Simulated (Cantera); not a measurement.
## Gas activation for diamond growth

An isothermal, constant-pressure homogeneous reactor starts with CH₄ : H₂ : N₂ = 0.027 : 1 : 0.00095 (molar parts), at 1500 K and 0.0263 atm.

Model: GRI-Mech 3.0 (53 species, 325 reactions), integrated in Cantera. GRI-Mech 3.0 stops at C3 and has no aromatics, soot or wall deposition, so with more carbon than oxygen in the feed, carbon stays in small species such as C2H2 where larger ones or solid carbon would form. Radical loss at walls, strong at low pressure, is not modelled.

```csv
t (s),x CH₄,x H₂,x H,x CH₂,x C₂H₆,x HCN
9.00e-5,0.0263,0.973,4.74e-8,<1e-12,<1e-12,<1e-12
0.000349,0.0263,0.973,1.93e-7,<1e-12,<1e-12,<1e-12
0.00136,0.0263,0.973,7.59e-7,<1e-12,7.91e-12,<1e-12
0.00527,0.0263,0.973,2.95e-6,4.02e-12,4.05e-10,<1e-12
0.0204,0.0263,0.973,1.14e-5,6.03e-11,1.52e-8,<1e-12
0.0794,0.0262,0.973,4.17e-5,7.97e-10,2.43e-7,<1e-12
0.308,0.0261,0.973,8.84e-5,3.53e-9,8.34e-7,<1e-12
1.20,0.0256,0.973,9.22e-5,3.76e-9,8.52e-7,<1e-12
4.64,0.0237,0.974,9.31e-5,3.55e-9,7.41e-7,3.48e-12
18.0,0.0183,0.977,9.61e-5,2.91e-9,4.61e-7,1.27e-11
70.0,0.00939,0.981,0.000102,1.68e-9,1.37e-7,3.76e-11
```
x: mole fraction; the columns are a selection and need not sum to one.

Equilibrium at this temperature and pressure: CH₄ 0.00232, H₂ 0.985, H 0.000108, CH₂ 4.65e-10, C₂H₆ 1.86e-8, HCN 0.00103 (gas phase only).
